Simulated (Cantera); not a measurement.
## Gas-phase reforming

A perfectly stirred reactor is fed with CH₄ : CO₂ = 1 : 0.77 (molar parts), at 1.00 bar; it is held at 1550 K, and followed from long to short residence time.

Model: GRI-Mech 3.0 (53 species, 325 reactions), integrated in Cantera.

| τ (s) | x CH₄ | x CO₂ | x HO₂ | x H₂ | x O₂ |
|---|---|---|---|---|---|
| 2.4 | 0.0861 | 0.0730 | <1e-12 | 0.299 | <1e-12 |
| 0.63 | 0.157 | 0.143 | <1e-12 | 0.229 | 1.49e-12 |
| 0.17 | 0.290 | 0.271 | <1e-12 | 0.175 | 1.49e-12 |
| 0.044 | 0.433 | 0.380 | <1e-12 | 0.102 | <1e-12 |
| 0.012 | 0.517 | 0.422 | <1e-12 | 0.0387 | <1e-12 |
| 0.0030 | 0.554 | 0.433 | <1e-12 | 0.00782 | <1e-12 |
| 0.00080 | 0.563 | 0.435 | <1e-12 | 0.00127 | <1e-12 |
x: mole fraction; the columns are a selection and need not sum to one.
